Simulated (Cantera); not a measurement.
A closed system holds: 1 mol SiHCl₃, 0.039 mol Cl₂, 28 mol H₂, held at 1373.15 K and 1.20 bar.

Equilibrium computed with Cantera from the NASA thermochemical tables; the gas is ideal and each condensed phase is pure. Candidate condensed phases: Si; 19 gas species. The tables' values for SiCl₃ are old estimates; treat these amounts as uncertain. The numbers say what is thermodynamically allowed, not how fast it happens.

Base state: H₂ 0.931, HCl 0.0491, SiCl₂ 0.00745, SiHCl₃ 0.00477, SiCl₄ 0.00398, SiCl₃ 0.00253, SiH₂Cl₂ 0.000848, SiH₃Cl 4.31e-5 (mole fractions); condensed: Si(s).

Question: What changes in the equilibrium state with this change: SiHCl₃ replaced by SiCl₄?

Answer: 
| species | before | after |
|---|---|---|
| H₂ | 0.931 | 0.915 |
| HCl | 0.0491 | 0.0558 |
| SiCl₂ | 0.00745 | 0.00980 |
| SiCl₄ | 0.00398 | 0.00688 |
| SiCl₃ | 0.00253 | 0.00382 |
| SiHCl₃ | 0.00477 | 0.00714 |
| SiH₂Cl₂ | 0.000848 | 0.00110 |
| SiH₃Cl | 4.31e-5 | 4.81e-5 |
| Si(s), mol | 0.417 | 0.150 |

Question: What changes in the equilibrium state with this change: temperature from 1373.15 K to 1023 K?

Answer: 
```csv
species,before,after
H₂,0.931,0.963
SiCl₄,0.00398,0.0134
SiHCl₃,0.00477,0.0132
HCl,0.0491,0.00830
SiCl₂,0.00745,0.000127
SiCl₃,0.00253,0.000284
SiH₂Cl₂,0.000848,0.00143
"Si(s), mol",0.417,0.169
```

Question: What changes in the equilibrium state with this change: temperature from 1373.15 K to 1750 K?

Answer: 
| species | before | after |
|---|---|---|
| H₂ | 0.931 | 0.916 |
| HCl | 0.0491 | 0.0667 |
| SiCl₂ | 0.00745 | 0.0162 |
| SiCl | 4.29e-8 | 1.12e-5 |
| Cl | 1.28e-7 | 1.14e-5 |
| Si(s), mol | 0.417 | 0 |
| Si(l), mol | 0 | 0.478 |
The tables' values for SiCl₃, SiCl are old estimates; treat these amounts as uncertain. Gases not in the tables: Si₂H₆ and higher silanes.
